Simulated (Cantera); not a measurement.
Mixture: 6.72 % CH4, 18.7 % O2, 74.6 % N2, equivalence ratio 0.72, at 0.360 bar, adiabatic and at constant volume. Ignition delay is the time to a rise of 400 K.

Model: GRI-Mech 3.0 (53 species, 325 reactions), integrated in Cantera.

Question: At T0 = 1575 K, what is the delay, and which 5 reactions control it most (d ln τ / d ln k, from doubling and halving each rate constant)?

Answer: The delay is 1.25 ms.
| reaction | d ln τ / d ln k | faster rate |
|---|---|---|
| CH3 + O2 <=> CH3O + O | -0.40 | shortens it |
| H + O2 <=> O + OH | -0.31 | shortens it |
| CH4 + H <=> CH3 + H2 | 0.24 | lengthens it |
| 2 CH3 (+M) <=> C2H6 (+M) | 0.14 | lengthens it |
| 2 CH3 <=> C2H5 + H | -0.13 | shortens it |
